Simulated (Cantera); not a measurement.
A closed system holds: 1 mol Si2H6, 0.45 mol O3, 10 mol N2, equilibrated at 0.133 bar.

Method: chemical equilibrium by Gibbs-energy minimisation in Cantera with the NASA 1993 tables (ideal gas, pure condensed phases). Candidate condensed phases: H2O, Si, SiO2, Si2N2O, Si3N4; 35 gas species. The feed counts by its element totals alone. N2 is the only nitrogen source here; it is nearly inert below about 1500 K, so the nitride shown seldom forms there in practice. Mutual solubility and eutectic melting of coexisting phases are not modelled. The tables hold silica as quartz up to 1696 K and as liquid above; real silica turns to tridymite and cristobalite and melts near 1996 K. Gases not in the tables: Si2H6 and higher silanes. The numbers say what is thermodynamically allowed, not how fast it happens.

**Question.** What share of the Si ends up in condensed phases as a function of T (K), at 750, 900, 1050, 1200, 1350, 1500, 1650, 1800, 1950, 2100?

**Answer.** 
| T (K) | Si condensed (%) | as |
|---|---|---|
| 750 | 100.0 | SiO2(α-quartz) + Si2N2O(s) |
| 900 | 100.0 | SiO2(β-quartz) + Si2N2O(s) |
| 1050 | 100.0 | SiO2(β-quartz) + Si2N2O(s) |
| 1200 | 100.0 | SiO2(β-quartz) + Si2N2O(s) |
| 1350 | 100.0 | SiO2(β-quartz) + Si2N2O(s) |
| 1500 | 100.0 | SiO2(β-quartz) + Si2N2O(s) |
| 1650 | 99.2 | SiO2(β-quartz) + Si2N2O(s) |
| 1800 | 82.3 | SiO2(condensed) + Si2N2O(s) |
| 1950 | 64.9 | Si2N2O(s) |
| 2100 | 31.5 | Si(l) |
